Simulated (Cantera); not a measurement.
Feed: 1 mol TEOS, 0.21 mol NO, 5.7 mol N2, held at 4.20 Torr.

Method: chemical equilibrium by Gibbs-energy minimisation in Cantera with the NASA 1993 tables (ideal gas, pure condensed phases). Candidate condensed phases: C, C6H6, C7H8, C8H18, H2O, Si, SiC, SiO2, Si2N2O, Si3N4; 151 gas species. The feed counts by its element totals alone. The numbers say what is thermodynamically allowed, not how fast it happens.

Problem. At 1025 °C, list the 6 most abundant gas species with their mole fractions, and the condensed phases.

Solution. H2 0.526, N2 0.279, CO 0.195, HCN 7.78e-5, CH4 1.23e-5, H 1.04e-5. Condensed: C(graphite) + Si2N2O(s).
